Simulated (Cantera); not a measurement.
# Ignition delay

Mixture: CH4 : O2 : N2 : H2O : CO2 = 1 : 2.94 : 11.1 : 0.57 : 0.069 (molar parts), at 760 Torr, adiabatic and at constant volume. Ignition delay is the time to a rise of 400 K.

Cantera simulation using GRI-Mech 3.0 (53 species, 325 reactions); the numbers are that mechanism's predictions, not measurements.

| T0 (K) | delay (ms) |
|---|---|
| 1050 | 390 |
| 1150 | 81.1 |
| 1250 | 19.6 |
| 1350 | 5.46 |
| 1450 | 1.75 |
| 1550 | 0.653 |
| 1650 | 0.284 |
| 1750 | 0.139 |

```json
{
  "apparent activation energy between 1550 and 1750 K": "170 kJ/mol"
}
```
